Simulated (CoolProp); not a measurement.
Ethane at 293.15 K and 6.52 MPa flows at 0.77 m/s in a round tube of 20 mm bore and 0.25 µm roughness, fully developed (64/Re and Nu = 3.66 if laminar; Colebrook and Gnielinski if turbulent). Each further row changes one setting.

The numbers come from the reference Helmholtz-energy equation of state, Bücker 2006 in CoolProp.

```
case               Reynolds number  Darcy friction factor  pressure drop (Pa/m)  heat-transfer coefficient (W/(m² K))  mass flow (kg/h)
-----------------  ---------------  ---------------------  --------------------  ------------------------------------  ----------------
as stated                   114000                 0.0176                  97.6                                  1640               326
velocity 1.54 m/s           228000                 0.0154                   341                                  2940               652
diameter 40 mm              228000                 0.0153                  42.5                                  1470              1300
```

Viscosity comes from a separate model (Friend 1991). Thermal conductivity comes from a separate model (Friend 1991).
